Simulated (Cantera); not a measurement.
Input: 1 mol Si₃N₄, 380 mol H₂, 0.54 mol N₂.

These are equilibrium values from Cantera (NASA tables, ideal gas, pure condensed phases), not measurements of a reactor. Candidate condensed phases: Si, Si₃N₄; 18 gas species. Mutual solubility and eutectic melting of coexisting phases are not modelled. Rates play no part.

### Question
What condenses at these points (T in K, P in Pa): (1298, 600); (1373, 28000); (1373, 3.6); (1198, 1); (1298, 46); (1298, 46)?

### Answer
```csv
T (K),P in Pa,condensed phases,Si condensed (%)
1298,600,Si₃N₄,100.0
1373,28000,Si₃N₄,100.0
1373,3.6,Si,99.9
1198,1,Si + Si₃N₄,100.0
1298,46,Si₃N₄,100.0
1298,46,Si₃N₄,100.0
```
